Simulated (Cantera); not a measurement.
Input: 1 mol Ta(OEt)₅, a varied amount of H₂O, 6.6 mol H₂, at 1000 Pa.

Cantera equilibrium calculation (NASA polynomials, part measured and part estimated; ideal gas, pure solids and liquids). Candidate condensed phases: C, C₆H₆, C₇H₈, C₈H₁₈, H₂O, Ta, TaC, Ta₂O₅; 113 gas species. The feed counts by its element totals alone. Mutual solubility and eutectic melting of coexisting phases are not modelled. TaC: taken at fixed stoichiometry. Condensed phases not in the tables: Ta₂C, N, O or C dissolved in the metal. Equilibrium is a limit: real reactors are often held back by kinetics, nucleation or transport.

**Question.** What condenses at these points (T in °C, n(H₂O) in mol): (2350, 0.15); (2450, 2.6); (2500, 4.2); (2500, 18); (2300, 0.99); (2525, 2.6); (2275, 18); (2275, 11)?

**Answer.** 
| T (°C) | n(H₂O) in mol | condensed phases | Ta condensed (%) |
|---|---|---|---|
| 2350 | 0.15 | C + TaC | 100.0 |
| 2450 | 2.6 | C + TaC | 100.0 |
| 2500 | 4.2 | Ta + TaC | 99.2 |
| 2500 | 18 | gas only | 0.0 |
| 2300 | 0.99 | C + TaC | 100.0 |
| 2525 | 2.6 | TaC | 100.0 |
| 2275 | 18 | Ta₂O₅ | 24.1 |
| 2275 | 11 | gas only | 0.0 |
